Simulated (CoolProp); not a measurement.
Vapour-liquid equilibrium of dimethyl carbonate (1) + n-octane (2) at 0.271 MPa; x and y are mole fractions of (1).

Model: multi-fluid Helmholtz-energy mixture model, Zhou 2011 and Beckmüller 2019; pair parameters Bell 2016, in CoolProp.

| x | bubble temperature, mixture model (K) | bubble temperature, Raoult's law (K) | y, mixture model | y, Raoult's law |
|---|---|---|---|---|
| 0.05 | 428.9 | 435.0 | 0.216 | 0.119 |
| 0.2 | 411.6 | 426.2 | 0.542 | 0.395 |
| 0.35 | ? | 419.0 | 0.668 | 0.588 |
| 0.5 | 400.0 | 412.8 | ? | 0.728 |
| 0.65 | ? | 407.6 | ? | 0.834 |
| 0.8 | 396.9 | 402.9 | 0.835 | 0.916 |
| 0.95 | 396.9 | 398.9 | ? | 0.981 |

### Question
Fill in the missing entries.

### Answer

- 0.35, bubble temperature, mixture model (K): 403.8
- 0.5, y, mixture model: 0.732
- 0.65, bubble temperature, mixture model (K): 398.0
- 0.65, y, mixture model: 0.780
- 0.95, y, mixture model: 0.939

The largest gap from Raoult's law is -15.2 K in bubble temperature, at x = 0.35. y crosses x between x = 0.8 and 0.95: the model has an azeotrope there.

Pair parameters are fitted to limited data, so mixtures are less certain than the pure fluids.
